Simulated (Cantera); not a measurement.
A freely propagating, adiabatic, planar premixed flame of H2 : O2 : N2 : H2O = 1 : 0.676 : 2.54 : 0.6 (molar parts), equivalence ratio 0.74, unburnt at 425 K and 470000 Pa; mixture-averaged transport, grid criteria slope 0.08 and curve 0.16, no radiation.

Model: the H2/O2 subset of GRI-Mech 3.0, which has no nitrogen chemistry, integrated in Cantera. The hydrogen kinetics of GRI-Mech 3.0 are dated; newer H2 mechanisms differ, most at raised pressure. Burning velocities carry a grid error of a few per cent, more on coarse grids.

### Question
How do the results move with these cheaper or finer settings: unity-Lewis-number transport; multicomponent transport; multicomponent+Soret transport; grid criteria slope 0.5, curve 1; grid criteria slope 0.25, curve 0.5; grid criteria slope 0.03, curve 0.06?

### Answer
```csv
setting,laminar burning velocity,thermal thickness,peak x(OH),peak x(H2O2),grid points
as above,63.5 cm/s,0.0991 mm,0.00479,0.000284,108
unity-Lewis-number transport,121 cm/s,0.0604 mm,0.00758,0.000113,108
multicomponent transport,66.9 cm/s,0.0968 mm,0.00491,0.000279,109
multicomponent+Soret transport,62.1 cm/s,0.100 mm,0.00473,0.000279,110
"grid criteria slope 0.5, curve 1",50.7 cm/s,0.130 mm,0.00356,0.000335,33
"grid criteria slope 0.25, curve 0.5",56.2 cm/s,0.119 mm,0.00394,0.000306,46
"grid criteria slope 0.03, curve 0.06",66.5 cm/s,0.0943 mm,0.00510,0.000279,253
```
Unity Lewis numbers drop preferential diffusion, which matters most where H2 and H carry the flame; Soret adds thermal diffusion.
